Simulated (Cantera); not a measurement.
Feed: 1 mol CH₃Cl, 0.7 mol H₂, at 2.10 Pa.

Method: chemical equilibrium by Gibbs-energy minimisation in Cantera with the NASA 1993 tables (ideal gas, pure condensed phases). Candidate condensed phases: C, C₆H₆, C₇H₈, C₈H₁₈; 103 gas species. Ions and electrons are included (thermal ionisation). Rates play no part.

x: gas mole fraction; nothing condenses.

```json
[
 {"T (K)": "3000", "x H": "0.694", "x Cl": "0.158", "x C": "0.139", "x e-": "___"},
 {"T (K)": "3250", "x H": "0.688", "x Cl": "0.156", "x C": "0.154", "x e-": "___"},
 {"T (K)": "3500", "x H": "0.688", "x Cl": "0.156", "x C": "0.156", "x e-": "___"},
 {"T (K)": "3750", "x H": "0.687", "x Cl": "0.156", "x C": "0.156", "x e-": "___"},
 {"T (K)": "4000", "x H": "0.687", "x Cl": "0.156", "x C": "0.156", "x e-": "___"},
 {"T (K)": "4250", "x H": "0.687", "x Cl": "0.156", "x C": "0.156", "x e-": "___"},
 {"T (K)": "4500", "x H": "0.687", "x Cl": "0.156", "x C": "0.155", "x e-": "___"},
 {"T (K)": "4750", "x H": "0.686", "x Cl": "0.156", "x C": "0.154", "x e-": "___"},
 {"T (K)": "5000", "x H": "0.684", "x Cl": "0.155", "x C": "0.151", "x e-": "___"}
]
```

Q: Complete the blanks.

A: 
- 3000, x e-: 4.18e-7
- 3250, x e-: 2.60e-6
- 3500, x e-: 1.20e-5
- 3750, x e-: 4.56e-5
- 4000, x e-: 0.000147
- 4250, x e-: 0.000415
- 4500, x e-: 0.00105
- 4750, x e-: 0.00241
- 5000, x e-: 0.00508
